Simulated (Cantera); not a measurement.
What does this Cantera script print?

```python
import numpy as np
import cantera as ct

gas_names = """
    CL CL2 H HCL H2 N NH NH2 NH3 N2 N2H2 N2H4 Si SiCL SiCL2 SiCL3 SiCL4 SiH SiHCL3 SiH2 SiH2CL2 SiH3
    SiH3CL SiH4 SiN Si2 Si2N Si3
""".split()
cond_names = """
    NH4CL(a) NH4CL(b) Si(cr) Si(L) Si3N4(a)
""".split()


# ... load() reads the species with a 1 bar reference pressure and builds the phases ...
atoms = {
    'SiH2Cl2': {'Si': 1, 'H': 2, 'CL': 2},
    'NH3': {'N': 1, 'H': 3},
}
top_T = {'Si3N4(a)': 2400}  # K; cautious upper limits of use, not melting points


# ... equilibrate(T, P, feed) seeds the gas with the atoms and calls Mixture.equilibrate('TP', solver="vcs", rtol=1e-11, max_steps=5000) ...
results = []
feed = {'SiH2Cl2': 1, 'NH3': 8}  # mol
T = 1350  # K
P = 83  # Pa
mix = equilibrate(T, P, feed)
results.append((T, P, feed, dict(zip(mix.species_names, mix.species_moles))))
print(gas.report(threshold=1e-05))
for i in range(1, mix.n_phases):
    print(f"{mix.phase(i).name:16s} {mix.phase_moles(i):12.5e} mol")
```

Result:

```
       temperature   1350 K
          pressure   83 Pa
           density   8.1996e-05 kg/m^3
  mean mol. weight   11.089 kg/kmol
   phase of matter   gas

                          1 kg             1 kmol
                     ---------------   ---------------
          enthalpy        1.9328e+06        2.1432e+07  J
   internal energy        9.2052e+05        1.0207e+07  J
           entropy             23476        2.6032e+05  J/K
    Gibbs function        -2.976e+07          -3.3e+08  J
 heat capacity c_p            2928.7             32476  J/K
 heat capacity c_v            2178.9             24162  J/K

                      mass frac. Y      mole frac. X     chem. pot. / RT
                     ---------------   ---------------   ---------------
                 H         6.263e-06        6.8897e-05           -12.881
               HCL            0.3619           0.11007           -42.617
                H2           0.12611           0.69368           -25.761
                N2           0.48925           0.19366            -34.43
             SiCL2          0.021692           0.00243           -66.809
             SiCL3        0.00082049        6.7677e-05           -96.545
     [  +22 minor]        0.00021711        2.2262e-05

Si(cr)            0.00000e+00 mol
Si3N4(a)          3.18802e-01 mol
```

These are equilibrium values from Cantera (NASA tables, ideal gas, pure condensed phases), not measurements of a reactor. The tables' values for SiCl3 are old estimates; treat these amounts as uncertain.
